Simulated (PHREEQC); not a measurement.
Dissolve 5.7 mmol/kgw KBr at 25 °C. Closed to the air; pH follows from the charge balance.

All values are PHREEQC results (ion-association model, phreeqc.dat), not measurements.

| Item | Result |
|---|---|
| ionic strength | 0.00570 mol/kgw |
| specific conductance | 804 µS/cm |

```json
[
 {"species": "Br-", "molality": "0.00570", "activity": "0.00525", "log γ": "-0.036"},
 {"species": "K+", "molality": "0.00570", "activity": "0.00525", "log γ": "-0.035"},
 {"species": "H+", "molality": "1.09e-7", "activity": "1.01e-7", "log γ": "-0.031"},
 {"species": "OH-", "molality": "1.09e-7", "activity": "1.00e-7", "log γ": "-0.035"}
]
```

Precipitation was switched off in this run.
